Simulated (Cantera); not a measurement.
Feed: 1 mol Si₂H₆, 6.1 mol O₃, 10 mol H₂, at 1200 K and 0.160 bar.

Equilibrium computed with Cantera from the NASA thermochemical tables; the gas is ideal and each condensed phase is pure. The feed counts by its element totals alone. The tables hold silica as quartz up to 1696 K and as liquid above; real silica turns to tridymite and cristobalite and melts near 1996 K. Equilibrium is a limit: real reactors are often held back by kinetics, nucleation or transport.

```
species               before    after
-------------------  -------  -------
O₂                    0.0476    0.640
H₂O                    0.952    0.360
OH                   1.01e-5  1.19e-5
SiO₂(β-quartz), mol     2.00     2.00
```
Gas species are given as mole fractions.

Question: Name the change that produced these shifts.
(A) O₃ from 6.1 to 1.9 mol
(B) temperature from 1200 K to 1973 K
(C) H₂ from 10 to 0.14 mol
(D) H₂ from 10 to 17 mol

Answer: C, H₂ from 10 to 0.14 mol
